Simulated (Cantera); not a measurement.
What does this Cantera script print?

```python
import numpy as np
import cantera as ct

gas = ct.Solution("gri30.yaml")
gas.TPX = 1100, 101325, {'C2H4': 1, 'O2': 3, 'N2': 8.1, 'H2O': 0.73}
reactor = ct.IdealGasConstPressureReactor(gas, energy="on", clone=False)
net = ct.ReactorNet([reactor])
net.rtol, net.atol = 1e-08, 1e-16
show = ['C2H4', 'O2', 'H2O', 'C2H', 'H2', 'H2O2']
times = np.geomspace(1e-06, 0.2, 16)

steps = ct.SolutionArray(gas, extra=["t"])
rows = []
print(f"{'t/s':>10s}{'T/K':>9s}{'P/Pa':>11s}" + "".join(f"{s:>11s}" for s in show))
for t in times:
    while net.time < t:
        t_next = net.step()
        steps.append(gas.state, t=t_next)
    rows.append([np.interp(t, steps.t, y) for y in (steps.T, steps.P, *steps(*show).X.T)])
    print(f"{t:10.3e}{rows[-1][0]:9.1f}{rows[-1][1]:11.4g}" + "".join(f"{x:11.3e}" for x in rows[-1][2:]))
rate = np.gradient(steps.T, steps.t)
print("integrator steps:", len(steps.t))
if steps.T.max() > steps.T[0] + 200:
    print(f"time of steepest temperature rise: {steps.t[rate.argmax()]:.4e} s")
gas.TPX = 1100, 101325, {'C2H4': 1, 'O2': 3, 'N2': 8.1, 'H2O': 0.73}
gas.equilibrate("HP")
print(f"equilibrium (HP): T = {gas.T:.1f} K  " + "  ".join(f"{s} {gas[s].X[0]:.3e}" for s in show))
```

It prints:

```
       t/s      T/K       P/Pa       C2H4         O2        H2O        C2H         H2       H2O2
 1.000e-06   1100.0  1.013e+05  7.794e-02  2.338e-01  5.690e-02  1.920e-25  4.620e-11  4.054e-19
 2.256e-06   1100.0  1.013e+05  7.794e-02  2.338e-01  5.690e-02  6.437e-25  1.043e-10  2.465e-18
 5.091e-06   1100.0  1.013e+05  7.794e-02  2.338e-01  5.690e-02  1.937e-24  2.354e-10  1.623e-17
 1.149e-05   1100.0  1.013e+05  7.794e-02  2.338e-01  5.690e-02  5.566e-24  5.315e-10  1.125e-16
 2.592e-05   1100.0  1.013e+05  7.794e-02  2.338e-01  5.690e-02  1.447e-23  1.200e-09  7.770e-16
 5.848e-05   1100.0  1.013e+05  7.794e-02  2.338e-01  5.690e-02  3.622e-23  2.710e-09  4.973e-15
 1.320e-04   1100.0  1.013e+05  7.794e-02  2.338e-01  5.690e-02  9.886e-23  6.121e-09  2.996e-14
 2.977e-04   1100.0  1.013e+05  7.794e-02  2.338e-01  5.690e-02  3.223e-22  1.384e-08  1.852e-13
 6.718e-04   1100.0  1.013e+05  7.794e-02  2.338e-01  5.690e-02  1.417e-21  3.137e-08  1.296e-12
 1.516e-03   1100.0  1.013e+05  7.794e-02  2.338e-01  5.690e-02  1.102e-20  7.208e-08  1.293e-11
 3.420e-03   1100.0  1.013e+05  7.794e-02  2.338e-01  5.690e-02  3.785e-19  1.950e-07  8.068e-10
 7.717e-03   2751.7  1.013e+05  2.197e-23  2.879e-02  1.669e-01  2.384e-19  1.773e-02  3.286e-07
 1.741e-02   2747.8  1.013e+05  2.287e-23  2.754e-02  1.671e-01  2.369e-19  1.785e-02  3.196e-07
 3.928e-02   2747.8  1.013e+05  2.287e-23  2.754e-02  1.671e-01  2.369e-19  1.785e-02  3.196e-07
 8.864e-02   2747.8  1.013e+05  2.287e-23  2.754e-02  1.671e-01  2.369e-19  1.785e-02  3.196e-07
 2.000e-01   2747.8  1.013e+05  2.287e-23  2.754e-02  1.671e-01  2.369e-19  1.785e-02  3.196e-07
integrator steps: 1948
time of steepest temperature rise: 5.7551e-03 s
equilibrium (HP): T = 2747.8 K  C2H4 2.532e-23  O2 2.754e-02  H2O 1.671e-01  C2H 2.513e-19  H2 1.785e-02  H2O2 3.196e-07
```

Detailed kinetics in Cantera: GRI-Mech 3.0 (53 species, 325 reactions). GRI-Mech 3.0 was tuned for natural gas; its chemistry of ethylene as a main component is partial and can be far from experiment.
